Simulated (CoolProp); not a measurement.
A simple Rankine cycle with cyclopropane: condensing at 331.15 K, boiler at 4.49 MPa, turbine inlet 400.2 K, turbine efficiency 0.8, pump efficiency 0.8, no recuperator. Each further row changes one setting.

Computed with CoolProp (reference Helmholtz-energy equation of state, Polt 1992). This equation is an older, rougher fit; its heat capacities, sound speeds and derivatives of the liquid may be far off and weren't checked against measurements.

| case | thermal efficiency (%) | net work (kJ/kg) | heat in (kJ/kg) | turbine exit temperature (K) | volume ratio over the turbine |
|---|---|---|---|---|---|
| as stated | 9.0 | 36.7 | 407 | … | 3.03 |
| turbine inlet 420.2 K | 9.4 | 43.5 | … | 368.5 | 2.92 |
| condensing temperature 323.15 K | … | 43.8 | … | … | 3.62 |
| boiler pressure 3.14 MPa | 6.6 | 29.5 | 450 | 367.9 | 1.98 |
| turbine efficiency 0.7 | 7.7 | 31.3 | 407 | 345.3 | 3.08 |

Some entries are withheld; supply them.


- as stated, turbine exit temperature (K): 342.6
- turbine inlet 420.2 K, heat in (kJ/kg): 465
- condensing temperature 323.15 K, thermal efficiency (%): 10.3
- condensing temperature 323.15 K, heat in (kJ/kg): 427
- condensing temperature 323.15 K, turbine exit temperature (K): 334.1
